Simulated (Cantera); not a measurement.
Mixture: C3H8 : O2 : N2 : H2O = 1 : 5.05 : 19 : 7.4 (molar parts), equivalence ratio 0.99, at 3750 Torr, adiabatic and at constant volume. Ignition delay is the time to a rise of 400 K.

Model: GRI-Mech 3.0 (53 species, 325 reactions), integrated in Cantera. GRI-Mech 3.0 was tuned for natural gas; its chemistry of propane as a main component is partial and can be far from experiment.

**Question.** What does this change do: pressure from 3750 Torr to 7500 Torr?

**Answer.** 
```tsv
quantity	before	after
delay at 1023 K	88.0 ms	44.3 ms
delay at 1173 K	4.51 ms	2.56 ms
delay at 1323 K	0.337 ms	0.213 ms
delay at 1473 K	45.7 µs	29.6 µs
apparent activation energy between 1398 and 1548 K	200 kJ/mol	200 kJ/mol
```

**Question.** What does this change do: pressure from 3750 Torr to 1280 Torr?

**Answer.** 
| quantity | before | after |
|---|---|---|
| delay at 1023 K | 88.0 ms | 0.247 s |
| delay at 1173 K | 4.51 ms | 9.63 ms |
| delay at 1323 K | 0.337 ms | 0.636 ms |
| delay at 1473 K | 45.7 µs | 86.2 µs |
| apparent activation energy between 1398 and 1548 K | 200 kJ/mol | 200 kJ/mol |

**Question.** What does this change do: C3H8 1 to 0.44 parts?

**Answer.** 
| quantity | before | after |
|---|---|---|
| delay at 1023 K | 88.0 ms | 71.1 ms |
| delay at 1173 K | 4.51 ms | 3.72 ms |
| delay at 1323 K | 0.337 ms | 0.293 ms |
| delay at 1473 K | 45.7 µs | 41.8 µs |
| apparent activation energy between 1398 and 1548 K | 200 kJ/mol | 200 kJ/mol |
